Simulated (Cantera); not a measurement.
A closed system holds: 1 mol CH3F, 1 mol Si, equilibrated at 975 °C and 0.00190 bar.

These are equilibrium values from Cantera (NASA tables, ideal gas, pure condensed phases), not measurements of a reactor. Candidate condensed phases: C, C6H6, C7H8, C8H18, Si, SiC; 113 gas species. The tables' values for SiF3, SiF2 are old estimates; treat these amounts as uncertain. Kinetics and transport are ignored.

Base state: H2 0.852, SiF4 0.138, HF 0.00578, SiF3 0.00285, SiHF3 0.00113, SiF2 5.67e-5, CH4 1.54e-5 (mole fractions); condensed: C(graphite) + SiC(s).

Q: What changes in the equilibrium state with this change: temperature from 975 °C to 377 °C?

A: 
```
species            before     after
----------------  -------  --------
H2                  0.852     0.819
SiF4                0.138     0.148
CH4               1.54e-5    0.0332
SiF3              0.00285   9.62e-9
SiF2              5.67e-5     <1e-9
HF                0.00578   2.91e-7
SiHF3             0.00113  0.000122
C(graphite), mol    0.249     0.194
SiC(s), mol         0.751     0.750
```

Q: What changes in the equilibrium state with this change: temperature from 975 °C to 827 °C?

A: 
```json
[
 {"species": "H2", "before": "0.852", "after": "0.856"},
 {"species": "SiF4", "before": "0.138", "after": "0.142"},
 {"species": "HF", "before": "0.00578", "after": "0.00139"},
 {"species": "SiF2", "before": "5.67e-5", "after": "2.23e-6"},
 {"species": "SiF3", "before": "0.00285", "after": "0.000462"},
 {"species": "CH4", "before": "1.54e-5", "after": "4.99e-5"},
 {"species": "SiHF3", "before": "0.00113", "after": "0.000833"},
 {"species": "C(graphite), mol", "before": "0.249", "after": "0.250"},
 {"species": "SiC(s), mol", "before": "0.751", "after": "0.750"}
]
```
The tables' values for SiF3 are old estimates; treat these amounts as uncertain.

Q: What changes in the equilibrium state with this change: CH3F replaced by CH2F2?

A: 
```
species            before    after
----------------  -------  -------
H2                  0.852    0.661
SiF4                0.138    0.325
HF                0.00578  0.00631
SiF3              0.00285  0.00541
SiHF3             0.00113  0.00189
CH4               1.54e-5  9.24e-6
SiF2              5.67e-5  8.70e-5
C(graphite), mol    0.249    0.500
SiC(s), mol         0.751    0.500
```
